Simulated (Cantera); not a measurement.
A closed system holds: 1 mol CH₃Cl, 1.4 mol H₂, equilibrated at 1125 K and 0.430 bar.

Equilibrium computed with Cantera from the NASA thermochemical tables; the gas is ideal and each condensed phase is pure. Candidate condensed phases: C, C₆H₆, C₇H₈, C₈H₁₈; 91 gas species. Kinetics and transport are ignored.

Base state: H₂ 0.698, HCl 0.296, CH₄ 0.00605 (mole fractions); condensed: C(graphite).

**Question.** What changes in the equilibrium state with this change: temperature from 1125 K to 2950 K?

**Answer.** 
```json
[
 {"species": "H₂", "before": "0.698", "after": "0.550"},
 {"species": "HCl", "before": "0.296", "after": "0.223"},
 {"species": "H", "before": "5.66e-8", "after": "0.153"},
 {"species": "Cl", "before": "2.13e-8", "after": "0.0422"},
 {"species": "C₂H₂ (acetylene)", "before": "1.60e-8", "after": "0.0295"},
 {"species": "C₂H", "before": "<1e-9", "after": "0.00131"},
 {"species": "C₄H₂", "before": "<1e-9", "after": "0.000661"},
 {"species": "C₃", "before": "<1e-9", "after": "0.000422"},
 {"species": "C(graphite), mol", "before": "0.980", "after": "0.749"}
]
```
